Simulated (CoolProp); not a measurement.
Nitrogen at 293.15 K and 1.94 MPa flows at 0.41 m/s in a round tube of 100 mm bore and 1.5 µm roughness, fully developed (64/Re and Nu = 3.66 if laminar; Colebrook and Gnielinski if turbulent). Each further row changes one setting.

The numbers come from the reference Helmholtz-energy equation of state, Span 2000 in CoolProp.

| case | Reynolds number | Darcy friction factor | pressure drop (Pa/m) | heat-transfer coefficient (W/(m² K)) | mass flow (kg/h) |
|---|---|---|---|---|---|
| as stated | 51400 | (withheld) | (withheld) | 28.6 | 259 |
| velocity 0.82 m/s | 103000 | (withheld) | 1.35 | (withheld) | (withheld) |
| diameter 200 mm | 103000 | 0.0179 | (withheld) | (withheld) | 1040 |

Some entries are withheld; supply them.


- as stated, Darcy friction factor: 0.0208
- as stated, pressure drop (Pa/m): 0.392
- velocity 0.82 m/s, Darcy friction factor: 0.0180
- velocity 0.82 m/s, heat-transfer coefficient (W/(m² K)): 49.4
- velocity 0.82 m/s, mass flow (kg/h): 519
- diameter 200 mm, pressure drop (Pa/m): 0.169
- diameter 200 mm, heat-transfer coefficient (W/(m² K)): 24.6

Viscosity comes from a separate model (Lemmon 2004). Thermal conductivity comes from a separate model (Lemmon 2004).
